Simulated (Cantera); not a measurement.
An adiabatic, constant-volume homogeneous reactor starts with CO : H₂ : O₂ : N₂ : H₂O = 1 : 1.1 : 1.98 : 7.45 : 1.1 (molar parts), at 1025 K and 0.280 bar. Integrator tolerance rtol = 1e-08.

Cantera simulation using GRI-Mech 3.0 (53 species, 325 reactions); the numbers are that mechanism's predictions, not measurements.

**Question.** What does this change do: CO 1 to 2.1 parts?

**Answer.** 
| quantity | before | after |
|---|---|---|
| time of steepest temperature rise | 0.681 ms | 0.710 ms |
| temperature at 0.500 s | 2346 K | 2557 K |
| equilibrium temperature | 2346 K | 2557 K |
| x(CO) at 0.500 s | 0.00586 (gas-phase equilibrium 0.00586) | 0.0388 (gas-phase equilibrium 0.0388) |
| x(H₂) at 0.500 s | 0.00231 (gas-phase equilibrium 0.00231) | 0.00751 (gas-phase equilibrium 0.00751) |
| x(O₂) at 0.500 s | 0.0755 (gas-phase equilibrium 0.0755) | 0.0428 (gas-phase equilibrium 0.0428) |
| x(NO₂) at 0.500 s | 4.52e-6 (gas-phase equilibrium 4.53e-6) | 3.00e-6 (gas-phase equilibrium 3.00e-6) |
| x(NO) at 0.500 s | 0.00930 (gas-phase equilibrium 0.00930) | 0.00994 (gas-phase equilibrium 0.00994) |
| x(OH) at 0.500 s | 0.0103 (gas-phase equilibrium 0.0103) | 0.0163 (gas-phase equilibrium 0.0163) |

**Question.** What does this change do: initial temperature 1025 to 1775 K?

**Answer.** 
| quantity | before | after |
|---|---|---|
| time of steepest temperature rise | 0.681 ms | 40.0 µs |
| temperature at 0.500 s | 2346 K | 2609 K |
| equilibrium temperature | 2346 K | 2609 K |
| x(CO) at 0.500 s | 0.00586 (gas-phase equilibrium 0.00586) | 0.0227 (gas-phase equilibrium 0.0227) |
| x(H₂) at 0.500 s | 0.00231 (gas-phase equilibrium 0.00231) | 0.00916 (gas-phase equilibrium 0.00916) |
| x(O₂) at 0.500 s | 0.0755 (gas-phase equilibrium 0.0755) | 0.0762 (gas-phase equilibrium 0.0762) |
| x(NO₂) at 0.500 s | 4.52e-6 (gas-phase equilibrium 4.53e-6) | 4.42e-6 (gas-phase equilibrium 4.42e-6) |
| x(NO) at 0.500 s | 0.00930 (gas-phase equilibrium 0.00930) | 0.0147 (gas-phase equilibrium 0.0147) |
| x(OH) at 0.500 s | 0.0103 (gas-phase equilibrium 0.0103) | 0.0249 (gas-phase equilibrium 0.0249) |
